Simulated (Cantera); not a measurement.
Input: 1 mol SiH4, 12 mol N2, held at 10.0 mbar.

Equilibrium computed with Cantera from the NASA thermochemical tables; the gas is ideal and each condensed phase is pure. Candidate condensed phases: Si, Si3N4; 18 gas species. The tables' values for SiN are old estimates; treat these amounts as uncertain. The numbers say what is thermodynamically allowed, not how fast it happens.

### Question
At 1850 K, list the 5 most abundant gas species with their mole fractions, and the condensed phases.

### Answer
N2 0.856, H2 0.142, H 0.00203, Si 0.000645, Si2N 3.49e-5. Condensed: Si(l).
